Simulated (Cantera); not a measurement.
What does this Cantera script print?

```python
import numpy as np
import cantera as ct

surf = ct.Interface("ptcombust.yaml", "Pt_surf")
gas = surf.adjacent["gas"]
gas.TPX = 300, 12000, {'H2': 0.015, 'O2': 0.05, 'N2': 0.79}
jet = ct.ImpingingJet(gas=gas, width=0.033, surface=surf)
jet.inlet.mdot, jet.inlet.T, jet.inlet.X = 0.087, 300, {'H2': 0.015, 'O2': 0.05, 'N2': 0.79}
jet.set_refine_criteria(ratio=10, slope=0.2, curve=0.3)
show, cover = ['H2', 'O2', 'H2O', 'OH'], ["PT(S)", "H(S)", "O(S)", "OH(S)", "CO(S)", "C(S)"]

rows = []
print(f"{'Ts/K':>7s}" + "".join(f"{s:>11s}" for s in show + cover) + "   (gas at the wall, coverages)")
for i, Ts in enumerate([700, 750, 800, 850, 900, 950, 1000]):
    jet.surface.T = Ts
    if i == 0:
        surf.TP = Ts, 12000
        surf.coverages = "PT(S):0.5, O(S):0.5"
        surf.advance_coverages(1.0)
        jet.set_initial_guess(products="inlet")
    jet.solve(loglevel=0, auto=(i == 0))
    rows.append([*(jet.X[gas.species_index(s), -1] for s in show), *surf[cover].coverages])
    print(f"{Ts:7g}" + "".join(f"{x:11.3e}" for x in rows[-1]))
```

Output:

```
   Ts/K         H2         O2        H2O         OH      PT(S)       H(S)       O(S)      OH(S)      CO(S)       C(S)   (gas at the wall, coverages)
    700  1.556e-03  4.145e-02  3.058e-02  9.177e-11  7.417e-02  4.798e-09  9.227e-01  3.127e-03 -3.122e-23 -2.286e-26
    750  1.337e-03  4.127e-02  3.080e-02  5.696e-10  9.083e-02  9.960e-09  9.067e-01  2.498e-03  1.478e-19  7.873e-26
    800  1.021e-03  4.098e-02  3.123e-02  2.571e-09  1.261e-01  2.447e-08  8.718e-01  2.183e-03  7.111e-18  4.384e-26
    850  7.554e-04  4.075e-02  3.157e-02  9.587e-09  1.776e-01  6.028e-08  8.204e-01  1.962e-03  1.052e-17  2.188e-24
    900  5.875e-04  4.061e-02  3.175e-02  2.949e-08  2.394e-01  1.352e-07  7.588e-01  1.752e-03  3.460e-19  5.256e-24
    950  4.763e-04  4.053e-02  3.183e-02  8.158e-08  3.063e-01  2.732e-07  6.922e-01  1.547e-03  3.687e-18  8.821e-25
   1000  4.022e-04  4.048e-02  3.186e-02  2.031e-07  3.751e-01  5.058e-07  6.235e-01  1.352e-03  1.598e-19  2.093e-24
```

Cantera simulation using Deutschmann's 1995 Pt surface mechanism with GRI-Mech 3.0 gas chemistry; the numbers are that mechanism's predictions, not measurements. Catalytic surfaces can have several steady states; this one follows from the mechanism file's or the stated starting coverage.
